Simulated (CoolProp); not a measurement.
A single-stage vapour-compression cycle with n-pentane: evaporating at 286.15 K (dew point), condensing at 332.15 K (bubble point), superheat 5 K, subcooling 2 K, compressor efficiency 0.8, no pressure losses. Each further row changes one setting.

Model: reference Helmholtz-energy equation of state, Thol 2019, in CoolProp.

```json
[
 {"case": "as stated", "cooling COP": "4.16", "pressure ratio": "4.87", "discharge temperature (K)": "334.0", "refrigerating effect (kJ/kg)": "279", "volumetric capacity (kJ/m³)": "365"},
 {"case": "evaporating temperature 291.15 K", "cooling COP": "4.87", "pressure ratio": "3.98", "discharge temperature (K)": "?", "refrigerating effect (kJ/kg)": "?", "volumetric capacity (kJ/m³)": "452"},
 {"case": "condensing temperature 327.15 K", "cooling COP": "4.80", "pressure ratio": "4.20", "discharge temperature (K)": "329.8", "refrigerating effect (kJ/kg)": "292", "volumetric capacity (kJ/m³)": "381"},
 {"case": "subcooling 7 K", "cooling COP": "4.35", "pressure ratio": "4.87", "discharge temperature (K)": "334.0", "refrigerating effect (kJ/kg)": "292", "volumetric capacity (kJ/m³)": "381"},
 {"case": "superheat 15 K", "cooling COP": "4.25", "pressure ratio": "4.87", "discharge temperature (K)": "344.1", "refrigerating effect (kJ/kg)": "296", "volumetric capacity (kJ/m³)": "?"},
 {"case": "compressor efficiency 0.7", "cooling COP": "?", "pressure ratio": "4.87", "discharge temperature (K)": "339.0", "refrigerating effect (kJ/kg)": "279", "volumetric capacity (kJ/m³)": "365"}
]
```

**Question.** Complete the blanks.

**Answer.** 
- evaporating temperature 291.15 K, discharge temperature (K): 333.8
- evaporating temperature 291.15 K, refrigerating effect (kJ/kg): 287
- superheat 15 K, volumetric capacity (kJ/m³): 373
- compressor efficiency 0.7, cooling COP: 3.64
